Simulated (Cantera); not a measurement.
A Cantera script and what it prints.

```python
import numpy as np
import cantera as ct

gas_names = """
    H H2 N NH NH2 NH3 N2 N2H2 N2H4 V VN
""".split()
cond_names = """
    V(cr) V(L) VN(s)
""".split()


# ... load() reads the species with a 1 bar reference pressure and builds the phases ...
atoms = {
    'V': {'V': 1},
    'NH3': {'N': 1, 'H': 3},
}
top_T = {'VN(s)': 2300}  # K; cautious upper limits of use, not melting points


# ... equilibrate(T, P, feed) seeds the gas with the atoms and calls Mixture.equilibrate('TP', solver="vcs", rtol=1e-11, max_steps=5000) ...
results = []
feed = {'V': 1, 'NH3': 2.8}  # mol
P = 1.3  # Pa
for T in [1250, 1350, 1450, 1550, 1650, 1750, 1850, 1950]:
    mix = equilibrate(T, P, feed)
    results.append((T, P, feed, dict(zip(mix.species_names, mix.species_moles))))

top = {s: max(r[3][s] / sum(r[3][g] for g in gas_names) for r in results) for s in gas_names}
cols = sorted((s for s in top if top[s] > 1e-06), key=lambda s: -top[s])[:6]
seen = [c for c in cond_names if any(r[3].get(c, 0) > 1e-12 for r in results)]
print("log10 of partial pressures in bar; condensed amounts in mol")
print(f"{'T/K':>10s}" + "".join(f"{s[:9]:>10s}" for s in cols + seen))
for T, P, feed, n in results:
    ng = sum(n[g] for g in gas_names)
    print(f"{T:10.4g}" + "".join(f"{np.log10(max(n[s] / ng * P / 1e5, 1e-99)):10.3f}" for s in cols)
          + "".join(f"{n.get(c, 0):10.4g}" for c in seen))
```

Result:

```
log10 of partial pressures in bar; condensed amounts in mol
       T/K        H2        N2         H         V     V(cr)     VN(s)
      1250    -4.970    -5.639    -8.801   -15.427         0         1
      1350    -4.971    -5.640    -8.108   -13.189         0         1
      1450    -4.972    -5.640    -7.510   -11.264         0         1
      1550    -4.974    -5.641    -6.989    -9.591         0    0.9999
      1650    -5.022    -5.493    -6.553    -8.440    0.9984         0
      1750    -5.040    -5.501    -6.154    -7.522    0.9867         0
      1850    -5.084    -5.522    -5.810    -6.706    0.9083         0
      1950    -5.193    -5.581    -5.537    -5.975     0.434         0
```

Cantera equilibrium calculation (NASA polynomials, part measured and part estimated; ideal gas, pure solids and liquids). VN: taken at fixed stoichiometry. Condensed phases not in the tables: V2N, N, O or C dissolved in the metal.
